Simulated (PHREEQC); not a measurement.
## Buffer: speciation

A solution holds 7.8 mmol/kgw KH2PO4 and 1.2 mmol/kgw KOH, at 25 °C. It is in equilibrium with CO2 at log p = -3.4 (atm). Otherwise closed; pH follows from the charge balance.

Computed with PHREEQC (ion-association model, wateq4f.dat).

- pH = 6.32
- ionic strength = 0.0102 mol/kgw
- total alkalinity = 1.20 meq/kg

```tsv
species	molality	activity	log γ
K+	0.00899	0.00809	-0.046
H2PO4-	0.00661	0.00598	-0.044
HPO4-2	0.00117	0.000782	-0.176
HCO3-	1.40e-5	1.27e-5	-0.044
KHPO4-	1.36e-5	1.23e-5	-0.044
CO2	1.35e-5	1.36e-5	0.001
H+	5.21e-7	4.75e-7	-0.040
H3PO4	4.17e-7	4.18e-7	0.001
OH-	2.34e-8	2.11e-8	-0.046
CO3-2	1.87e-9	1.25e-9	-0.174
PO4-3	1.85e-9	7.42e-10	-0.397
```

Precipitation was switched off in this run. Complexes and solids missing from the database can't appear. H3PO4, which wateq4f.dat lacks, is added to it with the constant of phreeqc.dat.
